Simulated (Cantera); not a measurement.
A freely propagating, adiabatic, planar premixed flame of 35.3 % H₂, 13.6 % O₂, 51.1 % N₂, equivalence ratio 1.3, unburnt at 325 K and 5.00 bar; unity-Lewis-number transport, grid criteria slope 0.08 and curve 0.16, no radiation.

Cantera simulation using the H2/O2 subset of GRI-Mech 3.0, which has no nitrogen chemistry; the numbers are that mechanism's predictions, not measurements. The hydrogen kinetics of GRI-Mech 3.0 are dated; newer H2 mechanisms differ, most at raised pressure. Unity Lewis numbers drop preferential diffusion, which matters most where H2 and H carry the flame. Burning velocities carry a grid error of a few per cent, more on coarse grids.

x: mole fraction of selected species; z is measured from the peak of heat release.

```json
[
 {"z (mm)": "-0.137", "T (K)": "325", "u (m/s)": "2.16", "x H₂": "0.353", "x O₂": "0.136", "x HO₂": "1.31e-8", "x H₂O": "8.77e-7", "x O": "<1e-8", "x H₂O₂": "<1e-8"},
 {"z (mm)": "-0.0915", "T (K)": "325", "u (m/s)": "2.16", "x H₂": "0.353", "x O₂": "0.136", "x HO₂": "3.75e-7", "x H₂O": "2.50e-5", "x O": "<1e-8", "x H₂O₂": "1.08e-7"},
 {"z (mm)": "-0.0686", "T (K)": "326", "u (m/s)": "2.16", "x H₂": "0.353", "x O₂": "0.136", "x HO₂": "(withheld)", "x H₂O": "(withheld)", "x O": "(withheld)", "x H₂O₂": "(withheld)"},
 {"z (mm)": "-0.0458", "T (K)": "336", "u (m/s)": "2.22", "x H₂": "0.352", "x O₂": "0.135", "x HO₂": "1.97e-5", "x H₂O": "0.00128", "x O": "2.22e-7", "x H₂O₂": "5.25e-6"},
 {"z (mm)": "-0.0229", "T (K)": "526", "u (m/s)": "3.45", "x H₂": "0.332", "x O₂": "0.125", "x HO₂": "0.000468", "x H₂O": "0.0248", "x O": "2.06e-5", "x H₂O₂": "5.50e-5"},
 {"z (mm)": "-0.0114", "T (K)": "945", "u (m/s)": "6.03", "x H₂": "0.283", "x O₂": "0.0988", "x HO₂": "0.000686", "x H₂O": "0.0822", "x O": "0.000348", "x H₂O₂": "5.96e-5"},
 {"z (mm)": "0", "T (K)": "1412", "u (m/s)": "8.73", "x H₂": "0.197", "x O₂": "0.0583", "x HO₂": "0.000258", "x H₂O": "0.169", "x O": "0.00216", "x H₂O₂": "1.44e-5"},
 {"z (mm)": "0.0114", "T (K)": "1703", "u (m/s)": "10.3", "x H₂": "0.127", "x O₂": "0.0258", "x HO₂": "9.42e-5", "x H₂O": "0.235", "x O": "0.00382", "x H₂O₂": "3.62e-6"},
 {"z (mm)": "0.0229", "T (K)": "1859", "u (m/s)": "11.1", "x H₂": "0.101", "x O₂": "0.0119", "x HO₂": "3.93e-5", "x H₂O": "0.264", "x O": "0.00396", "x H₂O₂": "2.32e-6"},
 {"z (mm)": "0.0458", "T (K)": "2014", "u (m/s)": "11.9", "x H₂": "0.0923", "x O₂": "0.00489", "x HO₂": "1.49e-5", "x H₂O": "0.282", "x O": "0.00293", "x H₂O₂": "1.29e-6"},
 {"z (mm)": "0.0915", "T (K)": "2146", "u (m/s)": "12.5", "x H₂": "0.0918", "x O₂": "0.00230", "x HO₂": "6.67e-6", "x H₂O": "0.293", "x O": "0.00152", "x H₂O₂": "6.96e-7"},
 {"z (mm)": "0.183", "T (K)": "2241", "u (m/s)": "13.0", "x H₂": "0.0920", "x O₂": "0.000984", "x HO₂": "2.75e-6", "x H₂O": "0.302", "x O": "0.000634", "x H₂O₂": "3.78e-7"},
 {"z (mm)": "0.366", "T (K)": "2301", "u (m/s)": "13.3", "x H₂": "0.0925", "x O₂": "(withheld)", "x HO₂": "(withheld)", "x H₂O": "0.307", "x O": "(withheld)", "x H₂O₂": "(withheld)"}
]
```

**Question.** What belongs in the gaps?

**Answer.** 
- -0.0686, x HO₂: 2.00e-6
- -0.0686, x H₂O: 0.000133
- -0.0686, x O: 1.93e-8
- -0.0686, x H₂O₂: 5.71e-7
- 0.366, x O₂: 0.000360
- 0.366, x HO₂: 9.17e-7
- 0.366, x O: 0.000228
- 0.366, x H₂O₂: 1.86e-7
